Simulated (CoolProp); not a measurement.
Saturated liquid density (kg/m³) of R245fa: the reference equation beside estimates from Tc = 427.0 K, pc = 3.651 MPa, ω = 0.378.

Values from CoolProp's reference Helmholtz-energy equation of state, Akasaka 2015.

```
T (K)  reference  van der Waals  Redlich-Kwong  Soave-Redlich-Kwong  Peng-Robinson
-----  ---------  -------------  -------------  -------------------  -------------
309         1308            [?]           1111                 1183           1340
313.2       1297            [?]           1098                 1171           1326
317.4       1284          755.8           1085                 1158           1312
321.7       1272          748.2           1072                 1145           1298
325.9       1259          740.6           1058                 1132           1283
330.2       1246          732.6           1044                 1117           1267
334.4       1233            [?]           1029                 1103           1251
338.6       1220          716.4           1015                 1088           1235
342.9       1206            [?]            [?]                  [?]           1217
347.1        [?]          699.2          983.7                 1057           1200
351.3       1177          690.4          967.7                  [?]           1181
355.6       1162          681.0          950.8                 1023           1161
```

Question: Complete the blanks.

Answer: 
- 309, van der Waals: 770.2
- 313.2, van der Waals: 763.1
- 334.4, van der Waals: 724.6
- 342.9, van der Waals: 707.8
- 342.9, Redlich-Kwong: 999.2
- 342.9, Soave-Redlich-Kwong: 1073
- 347.1, reference: 1191
- 351.3, Soave-Redlich-Kwong: 1041

Absolute difference from the reference over all 12 rows, mean and median: van der Waals 41.2 and 41.2 %, Redlich-Kwong 16.5 and 16.4 %, Soave-Redlich-Kwong 10.6 and 10.4 %, Peng-Robinson 1.4 and 1.6 %.
